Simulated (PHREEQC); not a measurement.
0.1 mol of Fluorite (CaF2) is brought to equilibrium with 1 kg of water, with rising amounts of CdI2, at 25 °C. Oxygen is held at 0.21 atm. No CO2 enters from the air. The run lets Fluorite precipitate or redissolve, and no other solid.

Base run: PHREEQC, ion-association model, wateq4f.dat. Each further column changes one thing. The table gives pH.

| CdI2 added (mol) | base | temperature from 25 to 20 °C | temperature from 25 to 35 °C |
|---|---|---|---|
| 0 | 7.09 | 7.17 | 6.96 |
| 0.01 | 6.42 | 6.49 | 6.27 |
| 0.02 | 6.36 | 6.44 | 6.22 |
| 0.03 | 6.33 | 6.41 | 6.19 |
| 0.04 | 6.31 | 6.39 | 6.17 |
| 0.05 | 6.30 | 6.38 | 6.15 |
| 0.06 | 6.29 | 6.37 | 6.14 |
